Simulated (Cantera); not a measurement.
## Carbon deposition, reforming and gasification: CH4 + O2

Input: 1 mol CH4, 0.13 mol O2, equilibrated at 0.0100 bar.

Method: chemical equilibrium by Gibbs-energy minimisation in Cantera with the NASA 1993 tables (ideal gas, pure condensed phases). Candidate condensed phases: C, C6H6, C7H8, C8H18, H2O; 110 gas species. The numbers say what is thermodynamically allowed, not how fast it happens.

From 752 °C to 1802 °C the condensed part is C(graphite). The main C-bearing gas is CO throughout.

```tsv
T (°C)	x H2	x CO	x H	x C2H2 (acetylene)	x CH4	x H2O	x CO2	n C(graphite)
752	0.884	0.115	4.10e-8	1.95e-9	0.000575	0.000269	4.53e-5	0.739
902	0.885	0.115	1.15e-6	5.64e-8	0.000150	3.53e-5	3.58e-6	0.740
1052	0.885	0.115	1.54e-5	7.53e-7	5.26e-5	7.33e-6	5.11e-7	0.740
1202	0.885	0.115	0.000122	5.90e-6	2.28e-5	2.10e-6	1.10e-7	0.740
1352	0.884	0.115	0.000663	3.14e-5	1.15e-5	7.61e-7	3.18e-8	0.740
1502	0.882	0.115	0.00272	0.000126	6.52e-6	3.28e-7	1.15e-8	0.739
1652	0.876	0.115	0.00895	0.000401	4.01e-6	1.60e-7	4.87e-9	0.738
1802	0.861	0.114	0.0247	0.00107	2.60e-6	8.60e-8	2.34e-9	0.735
```
x: gas mole fraction; n: condensed amount in mol.
